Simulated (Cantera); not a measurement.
An isothermal, constant-pressure homogeneous reactor starts with NO : N2 = 1 : 0.17 (molar parts), at 1648 K and 188 Torr.

Detailed kinetics in Cantera: GRI-Mech 3.0 (53 species, 325 reactions).

x: mole fraction; the columns are a selection and need not sum to one.

```
t (s)      x NO     x N2O  x O     x NO2   x N2      x O2
--------  -----  --------  ---  --------  -----  --------
6.00e-5   0.855   5.72e-7  ___   1.27e-7  0.145  6.08e-10
0.000200  0.855   1.90e-6  ___   1.00e-6  0.145   5.21e-9
0.000664  0.855   6.27e-6  ___   5.22e-6  0.145   3.83e-8
0.00221   0.855   2.03e-5  ___   2.00e-5  0.145   3.22e-7
0.00735   0.855   6.17e-5  ___   6.91e-5  0.145   4.14e-6
0.0245    0.854  0.000155  ___  0.000183  0.145   6.47e-5
0.0814    0.853  0.000250  ___  0.000253  0.146  0.000533
0.271     0.849  0.000261  ___  0.000287  0.148   0.00233
0.902     0.837  0.000253  ___  0.000369  0.154   0.00827
3.00      0.800  0.000228  ___  0.000539  0.173    0.0271
```

### Question
What belongs in the gaps?

### Answer

- 6.00e-5, x O: 4.46e-7
- 0.000200, x O: 9.09e-7
- 0.000664, x O: 1.16e-6
- 0.00221, x O: 1.43e-6
- 0.00735, x O: 2.25e-6
- 0.0245, x O: 3.91e-6
- 0.0814, x O: 4.96e-6
- 0.271, x O: 5.52e-6
- 0.902, x O: 6.84e-6
- 3.00, x O: 9.86e-6
